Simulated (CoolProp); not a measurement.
A Linde-Hampson liquefier for ethylene: isothermal reversible compression at 320 K from 1 atm to 20 MPa, throttling to 1 atm, return gas leaving the recuperator 5 K below the feed. Each further row changes one setting.

The numbers come from the reference Helmholtz-energy equation of state, Smukala 2000 in CoolProp.

```
case                        liquid yield per pass  compression work (kJ/kg of gas)
--------------------------  ---------------------  -------------------------------
as stated                                   0.410                              418
high pressure 40 MPa                        0.421                              468
warm-end temperature 350 K                  0.323                              483
warm-end gap 10 K                           0.403                              418
```
